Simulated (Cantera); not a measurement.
An isothermal, constant-pressure homogeneous reactor starts with 2.63 % H2, 97.4 % O2, at 1173 K and 0.0133 bar.

Cantera simulation using GRI-Mech 3.0 (53 species, 325 reactions); the numbers are that mechanism's predictions, not measurements. Radical loss at walls, strong at low pressure, is not modelled.

x: mole fraction; the columns are a selection and need not sum to one.

```
t (s)         x H2   x O2    x H2O2     x H2O       x H      x OH     x HO2
--------  --------  -----  --------  --------  --------  --------  --------
2.00e-5     0.0263  0.974    <1e-12  2.60e-12  2.31e-10  4.86e-11  2.79e-10
0.000132    0.0263  0.974    <1e-12  4.47e-10  9.37e-10       [?]   1.84e-9
0.000865    0.0263  0.974  8.73e-12   9.26e-8   2.33e-8       [?]   1.24e-8
0.00569    0.00109  0.953   1.05e-7    0.0220   0.00367       [?]   2.82e-6
0.0374    0.000173  0.960   4.81e-8    0.0249   0.00134       [?]   1.99e-6
0.246      2.69e-5  0.971   3.73e-8    0.0263   7.96e-5       [?]   8.59e-7
1.62       1.11e-6  0.973   1.01e-8    0.0266   6.78e-7       [?]   1.05e-7
10.6       5.71e-8  0.973   1.26e-9    0.0266   8.14e-9       [?]   9.03e-9
70.0       5.44e-9  0.973  1.61e-10    0.0266  2.43e-10       [?]   3.81e-9
```

Problem. Complete the blanks.

Solution. 
- 0.000132, x OH: 1.13e-9
- 0.000865, x OH: 5.37e-8
- 0.00569, x OH: 0.00267
- 0.0374, x OH: 0.00142
- 0.246, x OH: 0.000565
- 1.62, x OH: 0.000116
- 10.6, x OH: 2.66e-5
- 70.0, x OH: 8.25e-6
